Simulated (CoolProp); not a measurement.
Vapour-liquid equilibrium of methanol (1) + water (2) at 308.4 K; x and y are mole fractions of (1).

The numbers come from the multi-fluid Helmholtz-energy mixture model, de Reuck 1993 and Wagner 2002; pair parameters Bell 2016 in CoolProp.

Question: Give the bubble pressure and the first vapour's composition at x = 0.05, 0.2, 0.65. Is there an azeotrope?

Answer: x = 0.05: 0.007860 MPa, y = 0.301; x = 0.2: 0.01293 MPa, y = 0.632; x = 0.65: 0.02226 MPa, y = 0.881. No azeotrope shows between x = 0.05 and 0.95.

The pair parameters rest on a limited set of measurements; away from them the model extrapolates.
